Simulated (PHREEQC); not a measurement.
Dissolve 0.0056 mol H2SO4 and 0.00094 mol NiSO4 per kg of water at 25 °C. Closed to the air; pH follows from the charge balance.

The numbers come from PHREEQC with the ion-association model, wateq4f.dat.

This is a speciation only: nothing precipitates in the calculation.

**Question.** Order these S species by the share of S that they hold, largest first: NiSO4, SO4-2, HSO4-.

**Answer.** SO4-2 (63 %), HSO4- (34 %), NiSO4 (3.3 %)

The pH is 2.09 and the ionic strength 0.0152 mol/kgw.
